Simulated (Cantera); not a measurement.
Input (Python, Cantera):

```python
import numpy as np
import cantera as ct

gas = ct.Solution("gri30.yaml")
gas.TPX = 550, 100000, {'C2H4': 1, 'O2': 2.5, 'N2': 9.4, 'H2O': 0.35}
inlet = ct.Reservoir(gas, clone=True)
gas.equilibrate("HP")  # start burning
reactor = ct.IdealGasConstPressureReactor(gas, energy="on", clone=False)
exhaust = ct.Reservoir(gas, clone=True)
tau = [0.2, 0.067, 0.023, 0.0078, 0.0026, 0.0009, 0.00031, 0.0001, 3.6e-05, 1.2e-05, 4.1e-06][0]
for a, b in ((inlet, reactor), (reactor, exhaust)):
    ct.MassFlowController(a, b, mdot=lambda t: reactor.mass / tau)
net = ct.ReactorNet([reactor])
show = ['C2H4', 'O2', 'H2O', 'CH4', 'CH3', 'CH2O', 'CH2']

rows = []
print(f"{'tau/s':>10s}{'T/K':>9s}" + "".join(f"{s:>11s}" for s in show))
for tau in [0.2, 0.067, 0.023, 0.0078, 0.0026, 0.0009, 0.00031, 0.0001, 3.6e-05, 1.2e-05, 4.1e-06]:
    net.initial_time = 0.0
    net.advance(30 * tau)
    before = gas.X
    net.advance(40 * tau)
    drift = np.max(np.abs(gas.X - before) / (gas.X + 1e-9))
    rows.append([gas.T, *gas[show].X, drift])
    print(f"{tau:10.3e}{gas.T:9.1f}" + "".join(f"{x:11.3e}" for x in gas[show].X))
```

Result:

```
     tau/s      T/K       C2H4         O2        H2O        CH4        CH3       CH2O        CH2
 2.000e-01   2446.2  3.526e-07  1.713e-03  1.482e-01  7.604e-08  2.198e-07  8.691e-08  6.762e-08
 6.700e-02   2438.2  9.850e-07  2.007e-03  1.476e-01  1.821e-07  5.681e-07  2.317e-07  1.857e-07
 2.300e-02   2419.9  2.521e-06  2.674e-03  1.462e-01  3.487e-07  1.258e-06  5.429e-07  4.564e-07
 7.800e-03   2383.7  6.085e-06  3.992e-03  1.436e-01  5.541e-07  2.476e-06  1.137e-06  1.013e-06
 2.600e-03   2324.6  1.438e-05  6.128e-03  1.395e-01  8.458e-07  4.764e-06  2.245e-06  2.083e-06
 9.000e-04   2250.8  3.385e-05  8.781e-03  1.346e-01  1.462e-06  9.654e-06  4.448e-06  4.094e-06
 3.100e-04   2172.1  8.656e-05  1.188e-02  1.299e-01  3.223e-06  2.223e-05  9.840e-06  8.541e-06
 1.000e-04   2088.5  2.707e-04  1.674e-02  1.263e-01  1.006e-05  6.324e-05  2.723e-05  2.112e-05
 3.600e-05   1971.8  1.040e-03  2.816e-02  1.237e-01  4.644e-05  2.106e-04  9.028e-05  5.551e-05
 1.200e-05    550.0  7.547e-02  1.887e-01  2.642e-02 -1.240e-17 -3.453e-19 -3.109e-17  1.204e-32
 4.100e-06    550.0  7.547e-02  1.887e-01  2.642e-02 -7.988e-21 -2.211e-22 -2.002e-20  3.422e-36
```

Computed with Cantera and GRI-Mech 3.0 (53 species, 325 reactions). GRI-Mech 3.0 was tuned for natural gas; its chemistry of ethylene as a main component is partial and can be far from experiment.
